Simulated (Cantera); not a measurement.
**Stirred combustor or abatement burner**

A perfectly stirred reactor is fed with 9.51 % CH4, 19.0 % O2, 71.5 % N2, equivalence ratio 1.0, at 10.0 bar; it is adiabatic with a 375 K inlet, and is followed from long to short residence time, starting on the burning branch (τ in s: 0.023, 0.01, 0.0046, 0.0021, 0.00093, 0.00042, 0.00019, 8.5e-05, 3.8e-05, 1.7e-05, 7.7e-06).

Detailed kinetics in Cantera: GRI-Mech 3.0 (53 species, 325 reactions).

```
τ (s)    T (K)     x CH4     x O2     x OH    x NO2     x CO
-------  -----  --------  -------  -------  -------  -------
0.023     2307   3.86e-6  0.00363  0.00221  4.62e-7  0.00681
0.010     2302   8.01e-6  0.00410  0.00236  3.72e-7  0.00734
0.0046    2293   1.52e-5  0.00475  0.00256  3.16e-7  0.00820
0.0021    2279   2.80e-5  0.00570  0.00285  2.85e-7  0.00954
0.00093   2257   5.13e-5  0.00705  0.00325  2.67e-7   0.0115
0.00042   2229   9.23e-5  0.00882  0.00369  2.49e-7   0.0140
0.00019   2192  0.000169   0.0112  0.00414  2.23e-7   0.0172
8.5e-5    2142  0.000332   0.0145  0.00443  1.83e-7   0.0215
3.8e-5    2069  0.000775   0.0200  0.00413  1.27e-7   0.0282
1.7e-5     375    0.0951    0.190   <1e-12   <1e-12   <1e-12
7.7e-6     375    0.0951    0.190   <1e-12   <1e-12   <1e-12
```
x: mole fraction; the columns are a selection and need not sum to one.
